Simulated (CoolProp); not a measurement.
Properties of n-perfluorohexane at several states (Tc = 174.9 °C, pc = 1742 kPa, ω = 0.497).

Computed with CoolProp (reference Helmholtz-energy equation of state, Gao 2022).

```csv
T (°C),p (kPa),phase,Z,isothermal compressibility (1/MPa),expansivity (1/kK)
47.35,408,liquid,[?],[?],1.910
118.05,63.3,gas,0.9792,16.14,2.749
-8.05,1570,liquid,[?],[?],[?]
```

Problem. Some entries are withheld; supply them.

Solution. 
- 47.35, Z: 0.03213
- 47.35, isothermal compressibility (1/MPa): 0.003655
- -8.05, Z: 0.1357
- -8.05, isothermal compressibility (1/MPa): 0.001865
- -8.05, expansivity (1/kK): 1.541
